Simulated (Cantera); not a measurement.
An adiabatic, constant-volume homogeneous reactor starts with CO : H2 : CH4 : O2 : N2 = 1 : 0.29 : 0.25 : 2.04 : 14.5 (molar parts), at 1275 K and 1.01 bar. Integrator tolerance rtol = 1e-08.

Model: GRI-Mech 3.0 (53 species, 325 reactions), integrated in Cantera.

### Question
What does this change do: N2 14.5 to 8.9 parts?

### Answer
```tsv
quantity	before	after
time of steepest temperature rise	0.306 ms	0.207 ms
temperature at 5.00 s	2271 K	2540 K
equilibrium temperature	2271 K	2540 K
x(CO) at 5.00 s	0.00233 (gas-phase equilibrium 0.00233)	0.0115 (gas-phase equilibrium 0.0115)
x(H2) at 5.00 s	0.000266 (gas-phase equilibrium 0.000266)	0.00118 (gas-phase equilibrium 0.00118)
x(CH4) at 5.00 s	<1e-12 (gas-phase equilibrium <1e-12)	<1e-12 (gas-phase equilibrium <1e-12)
x(NO) at 5.00 s	0.00724 (gas-phase equilibrium 0.00724)	0.0139 (gas-phase equilibrium 0.0139)
x(H2O) at 5.00 s	0.0436 (gas-phase equilibrium 0.0436)	0.0604 (gas-phase equilibrium 0.0604)
x(CH2O) at 5.00 s	<1e-12 (gas-phase equilibrium <1e-12)	1.05e-11 (gas-phase equilibrium 1.05e-11)
x(HCO) at 5.00 s	8.63e-11 (gas-phase equilibrium 8.63e-11)	2.21e-9 (gas-phase equilibrium 2.21e-9)
```

### Question
What does this change do: O2 2.04 to 0.8 parts?

### Answer
| quantity | before | after |
|---|---|---|
| time of steepest temperature rise | 0.306 ms | 1.39 ms |
| temperature at 5.00 s | 2271 K | 2041 K |
| equilibrium temperature | 2271 K | 2041 K |
| x(CO) at 5.00 s | 0.00233 (gas-phase equilibrium 0.00233) | 0.0345 (gas-phase equilibrium 0.0345) |
| x(H2) at 5.00 s | 0.000266 (gas-phase equilibrium 0.000266) | 0.00720 (gas-phase equilibrium 0.00720) |
| x(CH4) at 5.00 s | <1e-12 (gas-phase equilibrium <1e-12) | <1e-12 (gas-phase equilibrium <1e-12) |
| x(NO) at 5.00 s | 0.00724 (gas-phase equilibrium 0.00724) | 3.48e-5 (gas-phase equilibrium 3.48e-5) |
| x(H2O) at 5.00 s | 0.0436 (gas-phase equilibrium 0.0436) | 0.0404 (gas-phase equilibrium 0.0404) |
| x(CH2O) at 5.00 s | <1e-12 (gas-phase equilibrium <1e-12) | 1.61e-10 (gas-phase equilibrium 1.61e-10) |
| x(HCO) at 5.00 s | 8.63e-11 (gas-phase equilibrium 8.63e-11) | 2.59e-9 (gas-phase equilibrium 2.59e-9) |
